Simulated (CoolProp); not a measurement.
Model: reference Helmholtz-energy equation of state, Thol 2019, in CoolProp.

**Question.** Give the vapour pressure (kPa), liquid density (kg/m³), vapour density (kg/m³), liquid cp (kJ/(kg K)) of saturated decamethylcyclopentasiloxane (D5) at 366.3, 394, 421.7 K.

**Answer.** 
| T (K) | p (kPa) | liquid density (kg/m³) | vapour density (kg/m³) | liquid cp (kJ/(kg K)) |
|---|---|---|---|---|
| 366.3 | 1.79 | 881 | 0.219 | 1.80 |
| 394 | 6.26 | 851 | 0.717 | 1.84 |
| 421.7 | 17.5 | 819 | 1.90 | 1.89 |
